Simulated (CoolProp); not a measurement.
The numbers come from the reference Helmholtz-energy equation of state, Lemmon 2006 in CoolProp. It is a short technical equation, of lower accuracy than the large ones.

Task: Give the vapour pressure (MPa), liquid density (kg/m³), surface tension (mN/m) of saturated R142b at 194, 225.2 K.

Result: 
| T (K) | p (MPa) | liquid density (kg/m³) | surface tension (mN/m) |
|---|---|---|---|
| 194 | 0.00170 | 1340 | 25.7 |
| 225.2 | 0.0152 | 1280 | 21.2 |

Surface tension comes from a separate correlation (Mulero 2012).
